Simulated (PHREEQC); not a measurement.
Make-up at 25 °C: 0.27 mol NH4HS, 0.0008 mol NaCl and 0.2 mol MnCl2 per kg of water. Closed to the air; pH follows from the charge balance.

Model: ion-association model, wateq4f.dat, run in PHREEQC.

```json
[
 {"quantity": "pH", "before": "8.00", "after": "7.97"},
 {"quantity": "ionic strength (mol/kgw)", "before": "0.761", "after": "0.973"},
 {"quantity": "Cl- (mol/kgw)", "before": "0.350", "after": "0.503"},
 {"quantity": "NH4+ (mol/kgw)", "before": "0.259", "after": "0.259"},
 {"quantity": "NH3 (mol/kgw)", "before": "0.0112", "after": "0.0110"},
 {"quantity": "SI of Halite (NaCl)", "before": "-5.50", "after": "-5.34"}
]
```

Task: Which change was made?
(A) MnCl2 left out
(B) NH4HS replaced by (NH4)2SO4 at the same molality
(C) MnCl2 from 0.2 to 0.3 mol/kgw

Result: C, MnCl2 from 0.2 to 0.3 mol/kgw

No solid was allowed to form. The ionic strength passes 0.7 mol/kgw, the rough limit of the ion-association models, in every such run. Some of these states are supersaturated (in MnS(Green), for instance).
